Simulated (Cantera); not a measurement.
Source: NASA polynomial tables (part measured, part estimated), evaluated in Cantera. Values are per mole of reaction as written; species without (g) are pure solids or liquids, kept so even where they would boil at 1 bar.

2 OH(g) + Cu2O + H2O(g) ⇌ 2 Cu(OH)2, with ΔH° = -566.8 kJ and ΔS° = -431.7 J/K at 300 K.

Q: How far is the shortcut ΔG° ≈ ΔH°(300 K) − T·ΔS°(300 K) from the full temperature-dependent value at 848, 948, 1048, 1148, 1248, 1348 K?

A: 
| T (K) | shortcut (kJ) | full (kJ) | difference (kJ) | difference in log10 K |
|---|---|---|---|---|
| 848 | -200.8 | -214.2 | 13.5 | -0.83 |
| 948 | -157.6 | -175.9 | 18.3 | -1.01 |
| 1048 | -114.4 | -138.2 | 23.8 | -1.18 |
| 1148 | -71.2 | -101.0 | 29.7 | -1.35 |
| 1248 | -28.1 | -64.2 | 36.2 | -1.51 |
| 1348 | 15.1 | -27.9 | 42.9 | -1.66 |
The shortcut ignores the heat-capacity change of the reaction.
